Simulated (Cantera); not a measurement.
Charge: 1 mol C2H6, 0.46 mol NH3, 0.4 mol H2, 0.051 mol H2O, at 15.0 mbar.

Equilibrium computed with Cantera from the NASA thermochemical tables; the gas is ideal and each condensed phase is pure. Candidate condensed phases: C, C6H6, C7H8, C8H18, H2O; 136 gas species. Equilibrium is a limit: real reactors are often held back by kinetics, nucleation or transport. All values below are at 1873 K.

Base state: H2 0.930, N2 0.0509, CO 0.0115, H 0.00508, HCN 0.00188, C2H2 (acetylene) 0.000290, HNC 8.35e-5 (mole fractions); condensed: C(graphite).

Problem. What changes in the equilibrium state with this change: H2O from 0.051 to 0.41 mol?

Solution. 
```tsv
species	before	after
H2	0.930	0.870
CO	0.0115	0.0796
N2	0.0509	0.0438
HCN	0.00188	0.00169
HNC	8.35e-5	7.49e-5
C2H2 (acetylene)	0.000290	0.000271
C(graphite), mol	1.94	1.58
```

Problem. What changes in the equilibrium state with this change: pressure from 15.0 mbar to 0.100 bar?

Solution. 
```json
[
 {"species": "H2", "before": "0.930", "after": "0.933"},
 {"species": "N2", "before": "0.0509", "after": "0.0510"},
 {"species": "CO", "before": "0.0115", "after": "0.0115"},
 {"species": "H", "before": "0.00508", "after": "0.00197"},
 {"species": "CH4", "before": "7.91e-6", "after": "5.31e-5"},
 {"species": "C2H2 (acetylene)", "before": "0.000290", "after": "0.000291"},
 {"species": "HNC", "before": "8.35e-5", "after": "8.37e-5"},
 {"species": "HCN", "before": "0.00188", "after": "0.00188"},
 {"species": "C(graphite), mol", "before": "1.94", "after": "1.94"}
]
```
